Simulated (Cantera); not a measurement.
A closed system holds: 1 mol Fe2O3, 0.85 mol O2, held at 1.00 bar.

Equilibrium computed with Cantera from the NASA thermochemical tables; the gas is ideal and each condensed phase is pure. Candidate condensed phases: Fe, FeO, Fe2O3, Fe3O4; 5 gas species. Equilibrium is a limit: real reactors are often held back by kinetics, nucleation or transport. All values below are at 1373 K.

Base state: O2 1.000 (mole fractions); condensed: Fe2O3(s).

Problem. What changes in the equilibrium state with this change: Fe2O3 replaced by MgO?

Solution. 
```tsv
species	before	after
O2	1.000	1.000
Fe2O3(s), mol	1.00	0
MgO(s), mol	0	1.00
```
Further candidate phases: Mg, MgO.

Problem. What changes in the equilibrium state with this change: 0.45 mol Cl2 added?

Solution. 
```json
[
 {"species": "O2", "before": "1.000", "after": "0.686"},
 {"species": "Cl2", "before": "0", "after": "0.233"},
 {"species": "FeCl3", "before": "0", "after": "0.0546"},
 {"species": "FeCl2", "before": "0", "after": "0.0148"},
 {"species": "Cl", "before": "0", "after": "0.0111"},
 {"species": "ClO", "before": "0", "after": "0.000269"},
 {"species": "Fe2Cl6", "before": "0", "after": "7.52e-5"},
 {"species": "Fe2O3(s), mol", "before": "1.00", "after": "0.953"}
]
```
Further candidate phases: FeCl2, FeCl3.
